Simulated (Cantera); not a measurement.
Feed: 1 mol Al(CH₃)₃, 1.1 mol N₂O, 92 mol H₂, held at 3.70 mbar.

Method: chemical equilibrium by Gibbs-energy minimisation in Cantera with the NASA 1993 tables (ideal gas, pure condensed phases). Candidate condensed phases: Al, AlN, Al₂O₃, C, C₆H₆, C₇H₈, C₈H₁₈, H₂O; 148 gas species. The feed counts by its element totals alone. The numbers say what is thermodynamically allowed, not how fast it happens. All values below are at 2123 K.

Base state: H₂ 0.910, H 0.0563, CO 0.0107, Al 0.00963, N₂ 0.00956, HCN 0.00217, C₂H₂ (acetylene) 0.00151, HNC 0.000152 (mole fractions); condensed: C(graphite).

Task: What changes in the equilibrium state with this change: N₂O from 1.1 to 8.5 mol?

Result: 
```json
[
 {"species": "H₂", "before": "0.910", "after": "0.807"},
 {"species": "N₂", "before": "0.00956", "after": "0.0766"},
 {"species": "H", "before": "0.0563", "after": "0.0530"},
 {"species": "H₂O", "before": "2.67e-9", "after": "0.0355"},
 {"species": "CO", "before": "0.0107", "after": "0.0268"},
 {"species": "AlOH", "before": "<1e-9", "after": "2.36e-5"},
 {"species": "HCN", "before": "0.00217", "after": "<1e-9"},
 {"species": "C₂H₂ (acetylene)", "before": "0.00151", "after": "<1e-9"},
 {"species": "OH", "before": "<1e-9", "after": "0.000288"},
 {"species": "CO₂", "before": "<1e-9", "after": "0.000235"},
 {"species": "C(graphite), mol", "before": "1.35", "after": "0"},
 {"species": "Al₂O₃(s), mol", "before": "0", "after": "0.497"}
]
```
The tables' values for AlOH are old estimates; treat these amounts as uncertain.
